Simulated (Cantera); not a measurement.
Feed: 1 mol Si2H6, 150 mol H2, at 1200 Torr.

Equilibrium computed with Cantera from the NASA thermochemical tables; the gas is ideal and each condensed phase is pure. Candidate condensed phases: Si; 9 gas species. The feed counts by its element totals alone. The numbers say what is thermodynamically allowed, not how fast it happens. All values below are at 1298 K.

Base state: H2 1.000 (mole fractions); condensed: Si(s).

Task: What changes in the equilibrium state with this change: Si2H6 replaced by SiHCl3?

Result: 
```
species     before     after
----------  ------  --------
H2           1.000     0.983
HCl              0    0.0153
SiCl2            0  0.000632
SiHCl3           0  0.000532
SiH2Cl2          0  0.000217
SiCl4            0  0.000183
SiCl3            0  0.000139
SiH3Cl           0   2.50e-5
Si(s), mol    2.00     0.737
```
The tables' values for SiCl3 are old estimates; treat these amounts as uncertain.
